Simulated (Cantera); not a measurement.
An isothermal plug-flow reactor at 875 K and 0.642 atm (inlet), inlet velocity 1 m/s, active area per volume 900 1/m; feed 0.743 % CH₄, 1.49 % O₂, 97.8 % N₂, equivalence ratio 1.0.

Detailed kinetics in Cantera: Deutschmann's 1995 Pt surface mechanism with GRI-Mech 3.0 gas chemistry. Catalytic surfaces can have several steady states; this one follows from the mechanism file's or the stated starting coverage. Mass transfer to the wall is taken as infinitely fast.

x: gas mole fraction; θ: surface coverage.

```tsv
z (m)	x CH₄	x O₂	x H₂O	x CO₂	x CO	θ free Pt	θ O*	θ OH*
3.5e-05	0.00741	0.0148	2.37e-5	1.12e-5	?	0.178	0.822	0.000206
5.8e-05	0.00741	0.0148	3.92e-5	1.86e-5	?	0.178	0.822	0.000225
9.7e-05	0.00739	0.0148	6.56e-5	3.13e-5	?	0.178	0.822	0.000253
0.00016	0.00737	0.0147	0.000108	5.22e-5	?	0.178	0.822	0.000294
0.00027	0.00733	0.0147	0.000182	8.89e-5	2.25e-6	0.178	0.822	0.000353
0.00045	0.00727	0.0145	0.000303	0.000149	2.40e-6	0.178	0.821	0.000434
0.00075	0.00717	0.0143	0.000504	0.000250	2.41e-6	0.179	0.820	0.000541
0.0013	0.00699	0.0140	0.000869	0.000432	2.36e-6	0.180	0.819	0.000697
0.0021	0.00673	0.0135	0.00139	0.000694	2.28e-6	0.182	0.817	0.000874
0.0035	0.00628	0.0126	0.00229	0.00114	2.15e-6	0.185	0.814	0.00112
```

**Question.** Some entries are withheld; supply them.

**Answer.** 
- 3.5e-05, x CO: 6.84e-7
- 5.8e-05, x CO: 1.03e-6
- 9.7e-05, x CO: 1.46e-6
- 0.00016, x CO: 1.90e-6
